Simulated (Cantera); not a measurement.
A closed system holds: 1 mol MgO, 0.028 mol HI, a varied amount of H2, held at 973.15 K and 0.0770 bar.

Equilibrium computed with Cantera from the NASA thermochemical tables; the gas is ideal and each condensed phase is pure. Candidate condensed phases: H2O, I2, Mg, MgI2, MgO, Mg(OH)2; 20 gas species. Kinetics and transport are ignored.

x: gas mole fraction; n: condensed amount in mol.

```
n(H2) (mol)   x H2        x HI         x I        x I2       x H2O      x MgI2  n MgO(s)
-----------  -----  ----------  ----------  ----------  ----------  ----------  --------
0.086        0.758       0.230     0.00745     0.00231     0.00117     0.00117     1.000
0.13         0.824       0.168     0.00520     0.00112    0.000849    0.000849     1.000
0.19         0.872       0.122     0.00368    0.000564    0.000619    0.000619     1.000
0.29         0.912  (withheld)  (withheld)  (withheld)  (withheld)  (withheld)     1.000
0.43         0.939      0.0585     0.00170    0.000120    0.000296    0.000296     1.000
0.65         0.959      0.0396     0.00114     5.40e-5    0.000201    0.000201     1.000
0.97         0.972      0.0270    0.000770     2.47e-5    0.000136    0.000136     1.000
1.4          0.980  (withheld)  (withheld)  (withheld)  (withheld)  (withheld)     1.000
2.2          0.987      0.0121    0.000343     4.88e-6     6.12e-5     6.12e-5     1.000
3.2          0.991     0.00835    0.000236     2.32e-6     4.23e-5     4.23e-5     1.000
```

### Question
Complete the blanks.

### Answer

- 1.4, x HI: 0.0189
- 1.4, x I: 0.000536
- 1.4, x I2: 1.20e-5
- 1.4, x H2O: 9.55e-5
- 1.4, x MgI2: 9.55e-5
- 0.29, x HI: 0.0841
- 0.29, x I: 0.00248
- 0.29, x I2: 0.000256
- 0.29, x H2O: 0.000426
- 0.29, x MgI2: 0.000426
